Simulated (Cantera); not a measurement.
Ignition delay

Mixture: H2 : O2 : N2 = 1 : 0.294 : 1.11 (molar parts), equivalence ratio 1.7, at 3380 Torr, adiabatic and at constant volume. Ignition delay is the time to a rise of 400 K.

Cantera simulation using GRI-Mech 3.0 (53 species, 325 reactions); the numbers are that mechanism's predictions, not measurements. The hydrogen kinetics of GRI-Mech 3.0 are dated; newer H2 mechanisms differ, most at raised pressure. Where the delays flatten at high temperature, the 400 K rule measures the pace of heat release, not the induction time.

```tsv
T0 (K)	delay (ms)
1250	0.0105
1350	0.00566
1450	0.00369
1550	0.00265
1650	0.00204
1750	0.00166
1850	0.00142
1950	0.00128
2050	0.00120
```
